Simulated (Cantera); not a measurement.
Charge: 1 mol SiCl₄, 1.8 mol CH₄, 1.2 mol H₂, at 1673 K and 2.70 mbar.

These are equilibrium values from Cantera (NASA tables, ideal gas, pure condensed phases), not measurements of a reactor. Candidate condensed phases: C, C₆H₆, C₇H₈, C₈H₁₈, Si, SiC; 109 gas species. The tables' values for SiCl₃, SiCl are old estimates; treat these amounts as uncertain. Rates play no part.

Base state: HCl 0.523, H₂ 0.443, SiCl₂ 0.0297, H 0.00146, Cl 0.00135, SiCl₃ 0.00112, SiCl₄ 8.81e-5, C₂H₂ (acetylene) 2.52e-5 (mole fractions); condensed: C(graphite) + SiC(s).

What changes in the equilibrium state with this change: temperature from 1673 K to 1873.15 K?


```csv
species,before,after
HCl,0.523,0.481
H₂,0.443,0.456
SiCl₂,0.0297,0.0471
Si,2.07e-6,0.000109
SiCl,1.64e-5,0.000229
"C(graphite), mol",1.01,1.13
"SiC(s), mol",0.789,0.670
```
